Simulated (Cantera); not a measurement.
Feed: 1 mol V, 0.022 mol O2, 6.7 mol N2O, at 2100 °C and 13300 Pa.

These are equilibrium values from Cantera (NASA tables, ideal gas, pure condensed phases), not measurements of a reactor. Candidate condensed phases: V, VN, VO, V2O3, V2O4, V2O5; 13 gas species. Kinetics and transport are ignored.

**Question.** What is the equilibrium state?

**Answer.** 
| Quantity | Result |
|---|---|
| x(N2) | 0.654 |
| x(O2) | 0.221 |
| x(VO2) | 0.0988 |
| x(NO) | 0.0170 |
| x(O) | 0.00965 |
| x(VO) | 2.10e-5 |
| x(NO2) | 6.54e-6 |
| gas amount | 10.12 mol |
| log10 activity of V2O5(l) (absent) | -1.72 |
| log10 activity of V(l) (absent) | -6.46 |
